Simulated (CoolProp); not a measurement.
Vapour-liquid equilibrium of R245fa (1) + isopentane (2) at 386.6 K; x and y are mole fractions of (1).

Computed with CoolProp (multi-fluid Helmholtz-energy mixture model, Akasaka 2015 and Lemmon 2006; pair parameters Bell 2016).

Problem. Give the bubble pressure and the first vapour's composition at x = 0.05, 0.55, 0.65. Is there an azeotrope?

Solution. x = 0.05: 10.97 bar, y = 0.141; x = 0.55: 18.37 bar, y = 0.635; x = 0.65: 18.80 bar, y = 0.688. y crosses x between x = 0.65 and 0.75: the model has an azeotrope there.

Pair parameters are fitted to limited data, so mixtures are less certain than the pure fluids.
